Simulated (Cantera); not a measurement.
Input: 1 mol SiCl4, 3.8 mol HCl, 5.7 mol H2, equilibrated at 973 K and 93.0 mbar.

Method: chemical equilibrium by Gibbs-energy minimisation in Cantera with the NASA 1993 tables (ideal gas, pure condensed phases). Candidate condensed phases: Si; 19 gas species. The tables' values for SiCl3 are old estimates; treat these amounts as uncertain. The numbers say what is thermodynamically allowed, not how fast it happens.

Base state: H2 0.542, HCl 0.363, SiCl4 0.0944, SiHCl3 0.000793, SiCl3 4.30e-5 (mole fractions); condensed: gas only.

### Question
What changes in the equilibrium state with this change: temperature from 973 K to 1750 K?

### Answer
```
species   before     after
-------  -------  --------
HCl        0.363     0.491
H2         0.542     0.420
SiCl2    5.61e-7    0.0736
SiCl4     0.0944   0.00280
SiCl3    4.30e-5    0.0108
Cl       1.65e-9  0.000446
H        2.61e-9  0.000494
SiCl       <1e-9   1.69e-5
```
The tables' values for SiCl3, SiCl are old estimates; treat these amounts as uncertain.

### Question
What changes in the equilibrium state with this change: temperature from 973 K to 1348.15 K?

### Answer
```tsv
species	before	after
H2	0.542	0.515
HCl	0.363	0.391
SiCl4	0.0944	0.0686
SiCl3	4.30e-5	0.0111
SiCl2	5.61e-7	0.00899
SiH2Cl2	6.95e-7	5.60e-5
SiHCl3	0.000793	0.00513
```

### Question
What changes in the equilibrium state with this change: HCl from 3.8 to 1.1 mol?

### Answer
```
species    before     after
-------  --------  --------
H2          0.542     0.727
HCl         0.363     0.145
SiCl4      0.0944     0.124
SiH2Cl2   6.95e-7   1.04e-5
SiHCl3   0.000793   0.00351
SiCl3     4.30e-5  0.000165
```
